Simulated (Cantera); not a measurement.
Feed: 1 mol Si3N4, 0.014 mol H2, at 2298.15 K and 4.60 Pa.

Cantera equilibrium calculation (NASA polynomials, part measured and part estimated; ideal gas, pure solids and liquids). Candidate condensed phases: Si, Si3N4; 18 gas species. The tables' values for SiN are old estimates; treat these amounts as uncertain. Equilibrium is a limit: real reactors are often held back by kinetics, nucleation or transport.

Base state: Si 0.596, N2 0.398, H 0.00554, SiN 0.000358, Si2 0.000343, H2 1.53e-5, Si2N 1.10e-5 (mole fractions); condensed: gas only.

Task: What changes in the equilibrium state with this change: H2 from 0.014 to 0.045 mol?

Result: 
```tsv
species	before	after
Si	0.596	0.589
N2	0.398	0.393
H	0.00554	0.0174
H2	1.53e-5	0.000151
SiH	5.83e-6	1.81e-5
Si2N	1.10e-5	1.06e-5
Si2	0.000343	0.000335
```
